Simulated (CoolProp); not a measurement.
Model: reference Helmholtz-energy equation of state, Lemmon 2006, in CoolProp. It is a short technical equation, of lower accuracy than the large ones.

Problem. Give the vapour pressure (MPa), vapour density (kg/m³), enthalpy of vaporisation (kJ/kg), liquid cp (kJ/(kg K)) of saturated nitrous oxide at -25.75, -17.75 °C.

Solution. 
```tsv
T (°C)	p (MPa)	vapour density (kg/m³)	enthalpy of vaporisation (kJ/kg)	liquid cp (kJ/(kg K))
-25.75	1.51	39.0	287	1.93
-17.75	1.92	50.1	272	2.01
```
